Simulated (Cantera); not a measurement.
Input: 1 mol SiCl4, 0.11 mol NO, 0.00065 mol H2O, equilibrated at 13300 Pa.

These are equilibrium values from Cantera (NASA tables, ideal gas, pure condensed phases), not measurements of a reactor. Candidate condensed phases: H2O, NH4Cl, Si, SiO2, Si2N2O, Si3N4; 47 gas species. The tables hold silica as quartz up to 1696 K and as liquid above; real silica turns to tridymite and cristobalite and melts near 1996 K. The numbers say what is thermodynamically allowed, not how fast it happens.

**Question.** Which condensed phases are stable at each of these points (T (°C)): 500, 575, 650, 725, 800, 875, 950, 1025, 1100, 1175, 1250, 1325?

**Answer.** 
| T (°C) | condensed phases | Si condensed (%) |
|---|---|---|
| 500 | SiO2(α-quartz) | 5.5 |
| 575 | SiO2(β-quartz) | 5.5 |
| 650 | SiO2(β-quartz) | 5.5 |
| 725 | SiO2(β-quartz) | 5.5 |
| 800 | SiO2(β-quartz) | 5.5 |
| 875 | SiO2(β-quartz) | 5.5 |
| 950 | SiO2(β-quartz) | 5.5 |
| 1025 | SiO2(β-quartz) | 5.5 |
| 1100 | SiO2(β-quartz) | 5.5 |
| 1175 | SiO2(β-quartz) | 5.5 |
| 1250 | SiO2(β-quartz) | 5.5 |
| 1325 | SiO2(β-quartz) | 5.5 |

At 500 °C the condensed part is SiO2(α-quartz). From 575 °C to 1325 °C the condensed part is SiO2(β-quartz).
